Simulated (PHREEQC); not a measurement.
# Buffer: an equilibrium model

Solution (25 °C): 0.0022 mol/kgw NaHSO4, 0.00086 mol/kgw Na2SO4 and 0.0091 mol/kgw LiCl. Closed to the air; pH follows from the charge balance.

Equilibrium calculation in PHREEQC: ion-association model, wateq4f.dat.

Each row changes one thing in this solution. No solid was allowed to form.

```csv
case,pH,ionic strength (mol/kgw),SO4-2 (mol/kgw),HSO4- (mol/kgw),LiSO4- (mol/kgw),NaSO4- (mol/kgw),SI of Halite (NaCl),SI of Mirabilite (Na2SO4:10H2O)
as made,2.77,0.0175,0.00266,0.000300,6.33e-5,3.10e-5,-6.15,-6.62
NaHSO4 left out,7.01,0.0116,0.000834,5.77e-9,2.15e-5,4.64e-6,-6.48,-7.78
Na2SO4 replaced by Na2SiF6 at the same molality,2.77,0.0173,0.00191,0.000219,4.56e-5,2.24e-5,-6.15,-6.76
Na2SO4 from 0.00086 to 0.0043 mol/kgw,2.83,0.0270,0.00570,0.000519,0.000122,0.000164,-5.73,-5.48
Na2SO4 from 0.00086 to 0.00172 mol/kgw,2.79,0.0199,0.00342,0.000363,7.89e-5,5.56e-5,-6.00,-6.21
```

Complexes and solids missing from the database can't appear. Some of these states are supersaturated (in Quartz (slow to form), Chalcedony (slow to form), for instance). SiF6-2 is the database's only silicon fluoride.
